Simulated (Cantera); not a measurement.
Mixture: H2 : O2 : N2 = 1 : 0.312 : 1.88 (molar parts), equivalence ratio 1.6, at 27.6 atm, adiabatic and at constant volume. Ignition delay is the time to a rise of 400 K.

Computed with Cantera and the H2/O2 subset of GRI-Mech 3.0, which has no nitrogen chemistry. The hydrogen kinetics of GRI-Mech 3.0 are dated; newer H2 mechanisms differ, most at raised pressure. The pressure lies above the range GRI-Mech 3.0 was tuned for (to about 10 atm).

### Question
At T0 = 1350 K, what is the delay, and which 6 reactions control it most (d ln τ / d ln k, from doubling and halving each rate constant)?

### Answer
The delay is 7.79 µs.
```csv
reaction,d ln τ / d ln k,faster rate
H + O2 <=> O + OH,-1.92,shortens it
H + O2 + N2 <=> HO2 + N2,0.87,lengthens it
H + O2 + M <=> HO2 + M,0.77,lengthens it
H + H2O2 <=> H2 + HO2,-0.38,shortens it
H + HO2 <=> 2 OH,-0.25,shortens it
2 OH (+M) <=> H2O2 (+M),-0.21,shortens it
```
